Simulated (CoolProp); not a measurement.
Vapour-liquid equilibrium of ethanol (1) + o-xylene (2) at 400.9 K; x and y are mole fractions of (1).

Computed with CoolProp (multi-fluid Helmholtz-energy mixture model, Schroeder 2014 and Zhou 2012; pair parameters Bell 2016).

```
x      bubble pressure (MPa)  y at the bubble point  dew pressure at overall composition x (MPa)  liquid density (mol/L)
-----  ---------------------  ---------------------  -------------------------------------------  ----------------------
0.05                  0.1482                  0.575                                      0.06724                   7.566
0.125                      …                  0.744                                      0.07300                   7.838
0.2                   0.2984                  0.801                                      0.07981                   8.136
0.275                      …                  0.830                                      0.08798                   8.464
0.35                  0.3665                  0.848                                      0.09798                   8.829
0.425                 0.3875                  0.861                                       0.1105                   9.234
0.5                   0.4051                  0.873                                       0.1266                   9.688
0.575                 0.4216                  0.884                                       0.1482                   10.20
0.65                  0.4385                  0.896                                       0.1785                   10.78
0.725                 0.4567                  0.911                                       0.2238                   11.43
0.8                   0.4765                  0.929                                       0.2967                   12.18
0.875                 0.4982                  0.951                                            …                   13.04
0.95                  0.5214                  0.978                                       0.4972                   14.03
```

Question: Complete the blanks.

Answer: 
- 0.125, bubble pressure (MPa): 0.2386
- 0.275, bubble pressure (MPa): 0.3385
- 0.875, dew pressure at overall composition x (MPa): 0.4088

No azeotrope shows between x = 0.05 and 0.95.

Pair parameters are fitted to limited data, so mixtures are less certain than the pure fluids. With so large a gap from Raoult's law the liquid may split in two, which this calculation doesn't test in full.
